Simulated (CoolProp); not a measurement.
Vapour-liquid equilibrium of nitrogen (1) + carbon monoxide (2) at 0.352 MPa; x and y are mole fractions of (1).

Values from CoolProp's multi-fluid Helmholtz-energy mixture model, Span 2000 and Lemmon 2006; pair parameters Gernert 2013.

```json
[
 {"x": "0.05", "bubble temperature, mixture model (°C)": "-179.0", "bubble temperature, Raoult's law (°C)": "-179.0", "y, mixture model": "0.072", "y, Raoult's law": "0.072"},
 {"x": "0.2", "bubble temperature, mixture model (°C)": "?", "bubble temperature, Raoult's law (°C)": "-179.8", "y, mixture model": "0.270", "y, Raoult's law": "0.270"},
 {"x": "0.35", "bubble temperature, mixture model (°C)": "?", "bubble temperature, Raoult's law (°C)": "-180.6", "y, mixture model": "?", "y, Raoult's law": "0.445"},
 {"x": "0.5", "bubble temperature, mixture model (°C)": "?", "bubble temperature, Raoult's law (°C)": "-181.3", "y, mixture model": "?", "y, Raoult's law": "0.599"},
 {"x": "0.65", "bubble temperature, mixture model (°C)": "?", "bubble temperature, Raoult's law (°C)": "-182.0", "y, mixture model": "0.724", "y, Raoult's law": "0.736"},
 {"x": "0.8", "bubble temperature, mixture model (°C)": "?", "bubble temperature, Raoult's law (°C)": "-182.6", "y, mixture model": "0.845", "y, Raoult's law": "0.858"},
 {"x": "0.95", "bubble temperature, mixture model (°C)": "-183.3", "bubble temperature, Raoult's law (°C)": "-183.2", "y, mixture model": "?", "y, Raoult's law": "0.966"}
]
```

**Question.** What belongs in the gaps?

**Answer.** 
- 0.2, bubble temperature, mixture model (°C): -180.0
- 0.35, bubble temperature, mixture model (°C): -180.8
- 0.35, y, mixture model: 0.442
- 0.5, bubble temperature, mixture model (°C): -181.5
- 0.5, y, mixture model: 0.591
- 0.65, bubble temperature, mixture model (°C): -182.2
- 0.8, bubble temperature, mixture model (°C): -182.8
- 0.95, y, mixture model: 0.961

The largest gap from Raoult's law is -0.2 K in bubble temperature, at x = 0.5. No azeotrope shows between x = 0.05 and 0.95.

Pair parameters are fitted to limited data, so mixtures are less certain than the pure fluids.
